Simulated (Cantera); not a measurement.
Feed: 1 mol SiC, 0.19 mol Si, 0.6 mol N₂, at 2923 K and 1.00 bar.

Method: chemical equilibrium by Gibbs-energy minimisation in Cantera with the NASA 1993 tables (ideal gas, pure condensed phases). Candidate condensed phases: C, Si, SiC, Si₃N₄; 20 gas species. Mutual solubility and eutectic melting of coexisting phases are not modelled. The tables' values for SiN are old estimates; treat these amounts as uncertain. Equilibrium is a limit: real reactors are often held back by kinetics, nucleation or transport.

Base state: N₂ 0.877, Si 0.0706, Si₂C 0.0252, SiC₂ 0.0160, SiN 0.00387, Si₂ 0.00319, Si₂N 0.00266, CN 0.00108 (mole fractions); condensed: Si(l) + SiC(s).

Question: What changes in the equilibrium state with this change: Si from 0.19 to 0.042 mol?

Answer: 
| species | before | after |
|---|---|---|
| N₂ | 0.877 | 0.896 |
| Si | 0.0706 | 0.0551 |
| SiC₂ | 0.0160 | 0.0205 |
| Si₂C | 0.0252 | 0.0197 |
| C₃ | 2.35e-5 | 4.94e-5 |
| Si₃ | 0.000477 | 0.000227 |
| Si(l), mol | 0.125 | 0 |
| SiC(s), mol | 0.960 | 0.958 |

Question: What changes in the equilibrium state with this change: pressure from 1.00 bar to 10.0 mbar?

Answer: 
| species | before | after |
|---|---|---|
| Si | 0.0706 | 0.386 |
| N₂ | 0.877 | 0.327 |
| SiC₂ | 0.0160 | 0.246 |
| C₃ | 2.35e-5 | 0.0111 |
| CN | 0.00108 | 0.0111 |
| Si₂C | 0.0252 | 0.0126 |
| C₅ | 1.06e-7 | 0.000141 |
| C₄ | 3.54e-8 | 2.81e-5 |
| C₂ | 4.20e-6 | 0.00118 |
| Si(l), mol | 0.125 | 0 |
| SiC(s), mol | 0.960 | 0 |
